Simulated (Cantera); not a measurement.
Charge: 1 mol Al2O3, 0.073 mol Cl2, equilibrated at 3.50 bar.

These are equilibrium values from Cantera (NASA tables, ideal gas, pure condensed phases), not measurements of a reactor. Candidate condensed phases: Al, AlCl3, Al2O3; 17 gas species. Kinetics and transport are ignored.

**Question.** At 1448 K, list the 5 most abundant gas species with their mole fractions, and the condensed phases.

**Answer.** Cl2 0.966, Cl 0.0214, AlCl3 0.00716, O2 0.00533, ClO 7.68e-5. Condensed: Al2O3(s).
